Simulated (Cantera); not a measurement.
Charge: 1 mol Cu2O, 0.46 mol C, 0.75 mol H2, at 2150 °C and 7.50 Torr.

These are equilibrium values from Cantera (NASA tables, ideal gas, pure condensed phases), not measurements of a reactor. Candidate condensed phases: C, C6H6, C7H8, C8H18, Cu, CuO, Cu(OH)2, Cu2O, H2O; 113 gas species. Rates play no part.

Q: What is the equilibrium state?

A: x(Cu): 0.597
x(CO): 0.112
x(H2O): 0.111
x(H2): 0.0814
x(H): 0.0506
x(CO2): 0.0256
x(OH): 0.0131
x(O): 0.00542
x(O2): 0.00306
gas amount: 3.343 mol
log10 activity of Cu(l) (absent): -1.26
log10 activity of C(graphite) (absent): -7.61
